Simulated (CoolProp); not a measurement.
A closed Brayton cycle with nitrogen: compressor inlet 323.15 K and 0.48 MPa, high pressure 1.35 MPa, turbine inlet 990 K, compressor efficiency 0.85, turbine efficiency 0.85, recuperator effectiveness 0.8 (on enthalpy, no pinch check). Each further row changes one setting.

The numbers come from the reference Helmholtz-energy equation of state, Span 2000 in CoolProp.

| case | thermal efficiency (%) | net work (kJ/kg) | compressor to turbine work | compressor exit (K) | turbine exit (K) |
|---|---|---|---|---|---|
| as stated | 30.3 | 91.3 | 0.60 | 453.5 | 791.8 |
| turbine inlet 940 K | 28.4 | 79.6 | 0.63 | 453.5 | ___ |
| compressor inlet 333.15 K | 29.2 | ___ | ___ | ___ | 791.8 |
| high pressure 1.15 MPa | 29.8 | 83.7 | ___ | ___ | 819.6 |
| recuperator effectiveness 0.5 | ___ | 91.3 | 0.60 | 453.5 | 791.8 |

**Question.** Some entries are withheld; supply them.

**Answer.** 
- turbine inlet 940 K, turbine exit (K): 750.3
- compressor inlet 333.15 K, net work (kJ/kg): 87.1
- compressor inlet 333.15 K, compressor to turbine work: 0.62
- compressor inlet 333.15 K, compressor exit (K): 467.4
- high pressure 1.15 MPa, compressor to turbine work: 0.57
- high pressure 1.15 MPa, compressor exit (K): 430.7
- recuperator effectiveness 0.5, thermal efficiency (%): 22.2
